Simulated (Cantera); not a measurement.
A freely propagating, adiabatic, planar premixed flame of H₂ : O₂ : N₂ = 1 : 0.357 : 1.07 (molar parts), unburnt at 700 K and 7.90 bar; multicomponent+Soret transport, grid criteria slope 0.08 and curve 0.16, no radiation.

Cantera simulation using the H2/O2 subset of GRI-Mech 3.0, which has no nitrogen chemistry; the numbers are that mechanism's predictions, not measurements. The hydrogen kinetics of GRI-Mech 3.0 are dated; newer H2 mechanisms differ, most at raised pressure. Burning velocities carry a grid error of a few per cent, more on coarse grids.

x: mole fraction of selected species; z is measured from the peak of heat release.

```csv
z (mm),T (K),u (m/s),x H₂,x O₂,x OH,x HO₂,x H,x O
-0.0959,700,13.3,0.412,0.147,<1e-8,<1e-8,<1e-8,<1e-8
-0.0639,700,13.3,0.412,0.147,<1e-8,<1e-8,<1e-8,<1e-8
-0.0479,700,13.2,0.412,0.147,<1e-8,5.63e-8,<1e-8,<1e-8
-0.0320,700,13.2,0.411,0.147,<1e-8,2.97e-6,4.30e-8,2.04e-8
-0.0160,734,13.5,0.394,0.150,6.25e-5,0.000630,0.000150,1.42e-5
-0.00799,(withheld),17.8,0.349,0.144,0.00139,0.00102,0.00523,0.000499
0,(withheld),25.9,0.258,0.102,0.00494,0.000496,0.0304,0.00394
0.00799,(withheld),31.9,0.170,0.0452,0.0115,0.000200,0.0560,0.00683
0.0160,(withheld),34.9,0.136,0.0189,0.0161,7.67e-5,0.0614,0.00691
0.0320,2242,37.7,0.126,0.00710,0.0186,2.65e-5,0.0532,0.00564
0.0639,2411,40.1,0.128,0.00396,0.0175,1.33e-5,0.0393,0.00365
0.128,2555,42.1,0.130,0.00219,0.0145,6.56e-6,0.0269,0.00198
0.256,2661,43.5,0.131,0.00107,0.0110,2.83e-6,0.0178,0.000962
```

Complete the blanks.


- -0.00799, T (K): 1005
- 0, T (K): 1501
- 0.00799, T (K): 1868
- 0.0160, T (K): 2057
